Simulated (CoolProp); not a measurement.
A Linde-Hampson liquefier for ethane: isothermal reversible compression at 320 K from 1 atm to 5 MPa, throttling to 1 atm, return gas leaving the recuperator 5 K below the feed. Each further row changes one setting.

Computed with CoolProp (reference Helmholtz-energy equation of state, Bücker 2006).

```
case                        liquid yield per pass  compression work (kJ/kg of gas)
--------------------------  ---------------------  -------------------------------
as stated                              (withheld)                              315
high pressure 10 MPa                   (withheld)                              338
warm-end temperature 350 K                  0.101                              354
warm-end gap 10 K                      (withheld)                              315
```

### Question
Fill in the missing entries.

### Answer

- as stated, liquid yield per pass: 0.165
- high pressure 10 MPa, liquid yield per pass: 0.426
- warm-end gap 10 K, liquid yield per pass: 0.154
